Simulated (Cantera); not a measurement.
Charge: 1 mol SiCl4, 0.85 mol H2, at 325 °C and 8.40 bar.

Equilibrium computed with Cantera from the NASA thermochemical tables; the gas is ideal and each condensed phase is pure. Candidate condensed phases: Si; 19 gas species. Equilibrium is a limit: real reactors are often held back by kinetics, nucleation or transport.

Base state: SiCl4 0.538, H2 0.457, HCl 0.00254, SiHCl3 0.00254 (mole fractions); condensed: gas only.

Q: What changes in the equilibrium state with this change: 0.62 mol HCl added?

A: 
| species | before | after |
|---|---|---|
| SiCl4 | 0.538 | 0.405 |
| H2 | 0.457 | 0.344 |
| HCl | 0.00254 | 0.251 |
| SiHCl3 | 0.00254 | 1.46e-5 |
